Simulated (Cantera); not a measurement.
Input: 1 mol BCl3, 9.9 mol O2, held at 0.0750 Torr.

Equilibrium computed with Cantera from the NASA thermochemical tables; the gas is ideal and each condensed phase is pure. Candidate condensed phases: B, B2O3; 18 gas species. Kinetics and transport are ignored.

Problem. Which condensed phases are stable at each of these points (T (°C)): 477, 627, 777, 927, 1077, 1227, 1377, 1527, 1677, 1827, 1977, 2127?

Solution. 
```
T (°C)  condensed phases  B condensed (%)
------  ----------------  ---------------
477              B2O3(l)            100.0
627              B2O3(l)            100.0
777              B2O3(l)            100.0
927              B2O3(l)             99.7
1077             B2O3(l)             81.3
1227            gas only              0.0
1377            gas only              0.0
1527            gas only              0.0
1677            gas only              0.0
1827            gas only              0.0
1977            gas only              0.0
2127            gas only              0.0
```

From 477 °C to 1077 °C the condensed part is B2O3(l). From 1227 °C to 2127 °C nothing is condensed.
